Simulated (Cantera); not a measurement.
# Ignition delay

Mixture: CH₄ : O₂ : N₂ : H₂O = 1 : 1.05 : 3.96 : 0.26 (molar parts), equivalence ratio 1.9, at 12.0 bar, adiabatic and at constant volume. Ignition delay is the time to a rise of 400 K.

Computed with Cantera and GRI-Mech 3.0 (53 species, 325 reactions). The pressure lies above the range GRI-Mech 3.0 was tuned for (to about 10 atm).

| T0 (K) | delay (ms) |
|---|---|
| 1125 | 13.3 |
| 1175 | 7.02 |
| 1225 | 3.85 |
| 1275 | 2.18 |
| 1325 | 1.26 |
| 1375 | 0.748 |

- apparent activation energy between 1275 and 1375 K = 160 kJ/mol
